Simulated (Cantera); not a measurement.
Feed: 1 mol SiCl₄, 1.5 mol HCl, 0.39 mol H₂, held at 1323 K and 0.100 bar.

Equilibrium computed with Cantera from the NASA thermochemical tables; the gas is ideal and each condensed phase is pure. Candidate condensed phases: Si; 19 gas species. The tables' values for SiCl₃ are old estimates; treat these amounts as uncertain. Kinetics and transport are ignored.

Task: What is the equilibrium state?

Result: 
* **x(HCl)**: 0.537
* **x(SiCl₄)**: 0.323
* **x(H₂)**: 0.120
* **x(SiCl₃)**: 0.0132
* **x(SiHCl₃)**: 0.00367
* **x(SiCl₂)**: 0.00296
* **x(Cl)**: 6.51e-6
* **x(SiH₂Cl₂)**: 5.99e-6
* **x(H)**: 1.74e-6
* **gas amount**: 2.918 mol
* **log10 activity of Si(s) (absent)**: -3.34
